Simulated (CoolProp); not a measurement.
Carbon dioxide at 293.15 K and 2.34 MPa is compressed adiabatically to 9.68 MPa with isentropic efficiency 0.9. Each further row changes one setting.

Values from CoolProp's reference Helmholtz-energy equation of state, Span 1996.

| case | work (kJ/kg) | final temperature (K) | final density (kg/m³) |
|---|---|---|---|
| as stated | ___ | ___ | ___ |
| efficiency 1 | 79.4 | ___ | ___ |
| efficiency 0.65 | ___ | ___ | ___ |

**Question.** Some entries are withheld; supply them.

**Answer.** 
- as stated, work (kJ/kg): 88.2
- as stated, final temperature (K): 416.6
- as stated, final density (kg/m³): 144
- efficiency 1, final temperature (K): 409.6
- efficiency 1, final density (kg/m³): 148
- efficiency 0.65, work (kJ/kg): 122
- efficiency 0.65, final temperature (K): 444.3
- efficiency 0.65, final density (kg/m³): 130
